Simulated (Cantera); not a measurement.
Input: 1 mol CS2, 2.7 mol H2O, 1.8 mol H2, held at 3198.15 K and 10.0 mbar.

These are equilibrium values from Cantera (NASA tables, ideal gas, pure condensed phases), not measurements of a reactor. Candidate condensed phases: C, C6H6, C7H8, C8H18, H2O, H2SO4, S; 123 gas species. Kinetics and transport are ignored.

What is the equilibrium state?


```json
{
 "x(H)": "0.605",
 "x(S)": "0.132",
 "x(O)": "0.0933",
 "x(CO)": "0.0793",
 "x(H2)": "0.0468",
 "x(SO)": "0.0221",
 "x(OH)": "0.0120",
 "x(SH)": "0.00245",
 "x(H2O)": "0.00243",
 "gas_amount": "12.53 mol",
 "log10 activity of S(l) (absent)": "-4.42",
 "log10 activity of C(graphite) (absent)": "-7.01"
}
```
